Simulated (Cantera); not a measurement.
A closed system holds: 1 mol SiH2Cl2, 0.0055 mol Cl2, 77 mol H2, equilibrated at 0.600 bar.

Equilibrium computed with Cantera from the NASA thermochemical tables; the gas is ideal and each condensed phase is pure. Candidate condensed phases: Si; 19 gas species. The tables' values for SiCl3 are old estimates; treat these amounts as uncertain. Equilibrium is a limit: real reactors are often held back by kinetics, nucleation or transport.

x: gas mole fraction; n: condensed amount in mol.

| T (°C) | x H2 | x HCl | x SiHCl3 | x SiCl4 | n Si(s) |
|---|---|---|---|---|---|
| 625 | 0.991 | 0.00214 | 0.00369 | 0.00286 | 0.448 |
| 675 | 0.990 | 0.00348 | 0.00345 | 0.00269 | 0.478 |
| 725 | 0.989 | … | … | … | 0.518 |
| 775 | 0.987 | 0.00764 | 0.00275 | 0.00208 | 0.570 |
| 825 | 0.985 | 0.0104 | 0.00228 | 0.00165 | 0.629 |
| 875 | 0.983 | 0.0134 | 0.00176 | 0.00119 | 0.693 |
| 925 | 0.981 | … | … | … | 0.752 |
| 975 | 0.979 | 0.0186 | 0.000789 | 0.000425 | 0.800 |
| 1025 | 0.978 | 0.0202 | 0.000460 | 0.000210 | 0.832 |
| 1075 | 0.977 | 0.0211 | 0.000254 | 9.68e-5 | 0.850 |
| 1125 | 0.977 | 0.0216 | 0.000139 | 4.36e-5 | 0.859 |

Problem. Fill in the missing entries.

Solution. 
- 925, x HCl: 0.0162
- 925, x SiHCl3: 0.00124
- 925, x SiCl4: 0.000762
- 725, x HCl: 0.00530
- 725, x SiHCl3: 0.00314
- 725, x SiCl4: 0.00243
